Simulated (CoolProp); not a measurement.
A simple Rankine cycle with R365MFC: condensing at 332.15 K, boiler at 0.537 MPa, turbine inlet 499 K, turbine efficiency 0.9, pump efficiency 0.6, no recuperator. Each further row changes one setting.

The numbers come from the reference Helmholtz-energy equation of state, Lemmon 2016 in CoolProp.

```tsv
case	thermal efficiency (%)	net work (kJ/kg)	heat in (kJ/kg)	turbine exit temperature (K)	volume ratio over the turbine
as stated	6.4	24.2	377	477.9	2.78
condensing temperature 324.15 K	7.8	30.2	388	472.9	3.57
boiler pressure 0.376 MPa	4.3	16.2	379	485.3	1.95
turbine efficiency 0.8	5.7	21.5	377	480.1	2.79
```
